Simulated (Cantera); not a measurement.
# Equilibrium for carbothermic reduction: Cu2O + C + H2

Feed: 1 mol Cu2O, 1.1 mol C, 0.16 mol H2, equilibrated at 1.00 Torr.

Equilibrium computed with Cantera from the NASA thermochemical tables; the gas is ideal and each condensed phase is pure. Candidate condensed phases: C, C6H6, C7H8, C8H18, Cu, CuO, Cu(OH)2, Cu2O, H2O; 113 gas species. Equilibrium is a limit: real reactors are often held back by kinetics, nucleation or transport.

From 1523 K to 1823 K the condensed part is C(graphite) + Cu(l). From 1923 K to 2623 K the condensed part is C(graphite). The main Cu-bearing gas is Cu throughout.

```
T (K)   x CO     x Cu     x H2       x H      x C3     x Cu2  n C(graphite)  n Cu(l)
-----  -----  -------  -------  --------  --------  --------  -------------  -------
1523   0.854  0.00903    0.137  0.000234    <1e-12   4.10e-6         0.1000     1.99
1623   0.826   0.0417    0.132  0.000687    <1e-12   3.38e-5         0.1000     1.95
1723   0.723    0.160    0.115   0.00169  7.33e-12  0.000216         0.1000     1.78
1823   0.405    0.528   0.0632   0.00298  1.72e-10   0.00112         0.0999    0.690
1923   0.316    0.630   0.0477   0.00563   2.89e-9  0.000813         0.0999        0
2023   0.315    0.629   0.0448    0.0110   3.64e-8  0.000443         0.0997        0
2123   0.313    0.626   0.0402    0.0197   3.59e-7  0.000254         0.0996        0
2223   0.311    0.623   0.0336    0.0322   2.87e-6  0.000152         0.0993        0
2323   0.309    0.618   0.0255    0.0476   1.91e-5   9.44e-5         0.0989        0
2423   0.306    0.613   0.0171    0.0635  0.000108   6.09e-5         0.0977        0
2523   0.304    0.608   0.0102    0.0767  0.000531   4.06e-5         0.0926        0
2623   0.302    0.604  0.00547    0.0853   0.00230   2.79e-5         0.0718        0
```
x: gas mole fraction; n: condensed amount in mol.
